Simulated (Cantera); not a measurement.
Cantera run, input and output.

```python
import numpy as np
import cantera as ct

surf = ct.Interface("diamond.yaml", "diamond_100")
gas, bulk = surf.adjacent["gas"], surf.adjacent["diamond"]
k = surf.kinetics_species_index(bulk.species_names[0])
cover = ["c6HH", "c6H*", "c6*H", "c6**", "c6HM", "c6B"]

rows, drift = [], 0.0
print(f"{'P':>10s}{'um/h':>11s}" + "".join(f"{s:>11s}" for s in cover))
for v in [1200, 1800, 2600, 3800, 5500, 8100, 12000, 17000]:
    T, P, xH, xCH3 = 1198, v, 0.0027, 2.7e-05
    gas.TPX = T, P, {"H": xH, "CH3": xCH3, "CH4": 0.015, "H2": 1 - xH - xCH3 - 0.015}
    surf.TP = bulk.TP = T, P
    surf.coverages = "c6H*:0.1, c6HH:0.9"
    surf.advance_coverages(100.0)
    before = surf.coverages
    surf.advance_coverages(100.0)
    drift = max(drift, np.max(np.abs(surf.coverages - before) / (surf.coverages + 1e-9)))
    rate = surf.net_production_rates[k] * bulk.mean_molecular_weight / bulk.density * 3.6e9
    rows.append([rate, *surf[cover].coverages])
    print(f"{v:10.4g}{rate:11.4e}" + "".join(f"{x:11.3e}" for x in rows[-1][1:]))
```

It prints:

```
         P       um/h       c6HH       c6H*       c6*H       c6**       c6HM        c6B
      1200 3.6800e-02  4.483e-01  3.784e-02  4.862e-01  2.737e-02  1.201e-04  9.986e-11
      1800 6.5879e-02  4.482e-01  3.784e-02  4.862e-01  2.737e-02  1.762e-04  1.788e-10
      2600 1.1447e-01  4.482e-01  3.784e-02  4.861e-01  2.737e-02  2.470e-04  3.106e-10
      3800 2.0637e-01  4.481e-01  3.784e-02  4.860e-01  2.736e-02  3.453e-04  5.600e-10
      5500 3.7066e-01  4.480e-01  3.784e-02  4.859e-01  2.736e-02  4.707e-04  1.006e-09
      8100 6.8574e-01  4.479e-01  3.784e-02  4.857e-01  2.736e-02  6.364e-04  1.861e-09
   1.2e+04 1.2696e+00  4.478e-01  3.785e-02  4.855e-01  2.735e-02  8.393e-04  3.445e-09
   1.7e+04 2.1581e+00  4.476e-01  3.787e-02  4.853e-01  2.735e-02  1.042e-03  5.856e-09
```

Computed with Cantera and the Harris–Goodwin 1993 mechanism for the reconstructed diamond (100) surface.
